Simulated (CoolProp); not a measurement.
The numbers come from the reference Helmholtz-energy equation of state, Setzmann 1991 in CoolProp.

Q: Give the vapour pressure (bar), enthalpy of vaporisation (kJ/kg), surface tension (mN/m), liquid conductivity (mW/(m K)) of saturated methane at -124.15, -120.25, -92.75 °C.

A: 
```
T (°C)   p (bar)  enthalpy of vaporisation (kJ/kg)  surface tension (mN/m)  liquid conductivity (mW/(m K))
-------  -------  --------------------------------  ----------------------  ------------------------------
-124.15     9.94                               416                    5.96                             131
-120.25     11.8                               402                    5.29                             125
-92.75      33.3                               243                    1.05                            85.0
```

Thermal conductivity comes from a separate model (Friend 1989). Surface tension comes from a separate correlation (Mulero 2012).
